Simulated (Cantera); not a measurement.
# Premixed flame

A freely propagating, adiabatic, planar premixed flame of 38.7 % H₂, 12.9 % O₂, 48.4 % N₂, equivalence ratio 1.5, unburnt at 700 K and 500000 Pa; mixture-averaged transport, grid criteria slope 0.08 and curve 0.16, no radiation.

Computed with Cantera and the H2/O2 subset of GRI-Mech 3.0, which has no nitrogen chemistry. The hydrogen kinetics of GRI-Mech 3.0 are dated; newer H2 mechanisms differ, most at raised pressure. Burning velocities carry a grid error of a few per cent, more on coarse grids.

```json
[
 {"z (mm)": "-0.182", "T (K)": "700", "u (m/s)": "12.3", "x H₂": "0.387", "x O₂": "0.129", "x HO₂": "<1e-8", "x OH": "<1e-8", "x H₂O": "<1e-8", "x H₂O₂": "<1e-8"},
 {"z (mm)": "-0.121", "T (K)": "700", "u (m/s)": "12.3", "x H₂": "0.387", "x O₂": "0.129", "x HO₂": "<1e-8", "x OH": "<1e-8", "x H₂O": "<1e-8", "x H₂O₂": "<1e-8"},
 {"z (mm)": "-0.0908", "T (K)": "700", "u (m/s)": "12.3", "x H₂": "0.387", "x O₂": "0.129", "x HO₂": "1.85e-8", "x OH": "<1e-8", "x H₂O": "1.12e-8", "x H₂O₂": "<1e-8"},
 {"z (mm)": "-0.0605", "T (K)": "700", "u (m/s)": "12.3", "x H₂": "0.387", "x O₂": "0.129", "x HO₂": "2.23e-6", "x OH": "<1e-8", "x H₂O": "1.04e-6", "x H₂O₂": "<1e-8"},
 {"z (mm)": "-0.0303", "T (K)": "730", "u (m/s)": "12.8", "x H₂": "0.380", "x O₂": "0.129", "x HO₂": "0.000533", "x OH": "8.30e-5", "x H₂O": "0.00128", "x H₂O₂": "7.08e-6"},
 {"z (mm)": "-0.0151", "T (K)": "981", "u (m/s)": "16.7", "x H₂": "0.342", "x O₂": "0.122", "x HO₂": "0.000582", "x OH": "0.00115", "x H₂O": "0.0247", "x H₂O₂": "3.48e-5"},
 {"z (mm)": "0", "T (K)": "1429", "u (m/s)": "23.5", "x H₂": "0.249", "x O₂": "0.0838", "x HO₂": "0.000278", "x OH": "0.00401", "x H₂O": "0.108", "x H₂O₂": "1.13e-5"},
 {"z (mm)": "0.0151", "T (K)": "1751", "u (m/s)": "28.5", "x H₂": "0.166", "x O₂": "0.0336", "x HO₂": "0.000105", "x OH": "0.00867", "x H₂O": "0.202", "x H₂O₂": "3.38e-6"},
 {"z (mm)": "0.0303", "T (K)": "1913", "u (m/s)": "30.8", "x H₂": "0.136", "x O₂": "0.0124", "x HO₂": "3.71e-5", "x OH": "0.0113", "x H₂O": "0.242", "x H₂O₂": "2.03e-6"},
 {"z (mm)": "0.0605", "T (K)": "2068", "u (m/s)": "33.0", "x H₂": "0.130", "x O₂": "0.00422", "x HO₂": "1.22e-5", "x OH": "0.0126", "x H₂O": "0.260", "x H₂O₂": "1.15e-6"},
 {"z (mm)": "0.121", "T (K)": "2213", "u (m/s)": "35.0", "x H₂": "0.133", "x O₂": "0.00229", "x HO₂": "6.37e-6", "x OH": "0.0118", "x H₂O": "0.269", "x H₂O₂": "6.70e-7"},
 {"z (mm)": "0.242", "T (K)": "2340", "u (m/s)": "36.7", "x H₂": "0.137", "x O₂": "0.00122", "x HO₂": "3.29e-6", "x OH": "0.00969", "x H₂O": "0.277", "x H₂O₂": "4.08e-7"},
 {"z (mm)": "0.484", "T (K)": "2435", "u (m/s)": "37.9", "x H₂": "0.140", "x O₂": "0.000561", "x HO₂": "1.46e-6", "x OH": "0.00713", "x H₂O": "0.284", "x H₂O₂": "2.44e-7"}
]
```
x: mole fraction of selected species; z is measured from the peak of heat release.

| Quantity | Value |
|---|---|
| laminar burning velocity | 1230 cm/s |
| thermal thickness | 0.0605 mm |
| peak x(HO₂) | 0.000773 |
| peak x(OH) | 0.0126 |
| peak x(H₂O₂) | 3.48e-5 |
| grid points | 122 |
